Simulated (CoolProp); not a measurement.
Computed with CoolProp (reference Helmholtz-energy equation of state, Tillner-Roth 1994).

**Question.** For R134a, give the phase and the Z, Joule-Thomson coefficient (K/MPa), conductivity (mW/(m K)) at 325.9 K and 0.791 MPa; 341.1 K and 0.791 MPa; 363.9 K and 0.791 MPa.

**Answer.** 
- 325.9 K and 0.791 MPa: gas; Z 0.874, Joule-Thomson coefficient 17.8, conductivity 16.0
- 341.1 K and 0.791 MPa: gas; Z 0.895, Joule-Thomson coefficient 14.9, conductivity 17.2
- 363.9 K and 0.791 MPa: gas; Z 0.919, Joule-Thomson coefficient 11.7, conductivity 18.9

Thermal conductivity comes from a separate model (McLinden 2000), an estimate that may be off by 10 % or more.
